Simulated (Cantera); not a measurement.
A perfectly stirred reactor is fed with H2 : O2 : N2 = 1 : 0.714 : 2.69 (molar parts), at 1.01 bar; it is adiabatic with a 650 K inlet, and is followed from long to short residence time, starting on the burning branch (τ in s: 0.068, 0.036, 0.019, 0.01, 0.0054, 0.0029, 0.0015, 0.00081, 0.00043, 0.00023, 0.00012, 6.4e-05).

Computed with Cantera and GRI-Mech 3.0 (53 species, 325 reactions).

**Question.** What does this change do: pressure from 1.01 bar to 0.220 bar?

**Answer.** 
```tsv
quantity	before	after
blow-out, bracketed by the residence times tried	burning at 64.0 µs, the shortest tried	burning at 0.120 ms, out at 64.0 µs
x(H2) at τ = 68.0 ms	0.00208	0.00563
x(O2) at τ = 68.0 ms	0.0521	0.0527
x(O) at τ = 68.0 ms	0.00103	0.00289
x(H) at τ = 68.0 ms	0.000411	0.00197
x(NO) at τ = 68.0 ms	0.00253	0.00116
x(H2) at τ = 1.50 ms	0.00786	0.0229
x(O2) at τ = 1.50 ms	0.0535	0.0598
x(O) at τ = 1.50 ms	0.00397	0.0146
x(H) at τ = 1.50 ms	0.00326	0.0276
x(NO) at τ = 1.50 ms	0.000170	3.89e-5
```

**Question.** What does this change do: pressure from 1.01 bar to 12.0 bar?

**Answer.** 
```
quantity                                                                          before                                   after
------------------------------------------------  --------------------------------------  --------------------------------------
blow-out, bracketed by the residence times tried  burning at 64.0 µs, the shortest tried  burning at 64.0 µs, the shortest tried
x(H2) at τ = 68.0 ms                                                             0.00208                                0.000636
x(O2) at τ = 68.0 ms                                                              0.0521                                  0.0512
x(O) at τ = 68.0 ms                                                              0.00103                                0.000306
x(H) at τ = 68.0 ms                                                             0.000411                                 6.71e-5
x(NO) at τ = 68.0 ms                                                             0.00253                                 0.00521
x(H2) at τ = 1.50 ms                                                             0.00786                                0.000903
x(O2) at τ = 1.50 ms                                                              0.0535                                  0.0536
x(O) at τ = 1.50 ms                                                              0.00397                                0.000395
x(H) at τ = 1.50 ms                                                              0.00326                                0.000103
x(NO) at τ = 1.50 ms                                                            0.000170                                0.000445
```
The hydrogen kinetics of GRI-Mech 3.0 are dated; newer H2 mechanisms differ, most at raised pressure. The pressure lies above the range GRI-Mech 3.0 was tuned for (to about 10 atm).

**Question.** What does this change do: inlet temperature 650 to 700 K?

**Answer.** 
```tsv
quantity	before	after
blow-out, bracketed by the residence times tried	burning at 64.0 µs, the shortest tried	burning at 64.0 µs, the shortest tried
x(H2) at τ = 68.0 ms	0.00208	0.00246
x(O2) at τ = 68.0 ms	0.0521	0.0516
x(O) at τ = 68.0 ms	0.00103	0.00121
x(H) at τ = 68.0 ms	0.000411	0.000518
x(NO) at τ = 68.0 ms	0.00253	0.00332
x(H2) at τ = 1.50 ms	0.00786	0.00814
x(O2) at τ = 1.50 ms	0.0535	0.0534
x(O) at τ = 1.50 ms	0.00397	0.00415
x(H) at τ = 1.50 ms	0.00326	0.00339
x(NO) at τ = 1.50 ms	0.000170	0.000221
```
